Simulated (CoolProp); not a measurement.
Propyne at several states: Z from the reference equation and from simpler models built on Tc = 402.7 K, pc = 5.658 MPa, ω = 0.204; each cubic takes its own stable root.

Values from CoolProp's reference Helmholtz-energy equation of state, Polt 1992. This equation is an older, rougher fit; its heat capacities, sound speeds and derivatives of the liquid may be far off and weren't checked against measurements.

```csv
T (K),p (MPa),phase,reference
416.1,1.99,gas,0.8820
370.5,0.0181,gas,0.9985
394.3,31.8,liquid,0.7278
324.9,1.32,liquid,0.03455
282.8,0.014,gas,0.9972
```

Question: How far does each simpler model (van der Waals, Redlich-Kwong, Peng-Robinson) lie from the reference over these 5 states: mean and median of the absolute difference, and the worst?

Answer: 
- van der Waals: mean 491.4 %, median 1.4 %, worst +2416.6 % at 324.9 K and 1.32 MPa
- Redlich-Kwong: mean 463.1 %, median 0.1 %, worst +2308.1 % at 324.9 K and 1.32 MPa
- Peng-Robinson: mean 1.4 %, median 1.1 %, worst -4.2 % at 394.3 K and 31.8 MPa

At some of these states van der Waals, Redlich-Kwong gives the other phase, because its saturation line lies elsewhere.
